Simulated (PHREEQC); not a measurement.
Consider water at 83 °C with 36 mmol/kgw Cu(NO3)2, 4.5 mmol/kgw HNO3 and 0.034 mmol/kgw H3BO3. Closed to the air; pH follows from the charge balance.

Equilibrium calculation in PHREEQC: ion-association model, wateq4f.dat.

The ionic strength comes out as 0.113 mol/kgw. What activity coefficients do H+, NO3-, Cu+2 get?

H+ 0.80, NO3- 0.72, Cu+2 0.35.

Precipitation was switched off in this run. Constants without temperature data keep their 25 °C values here.
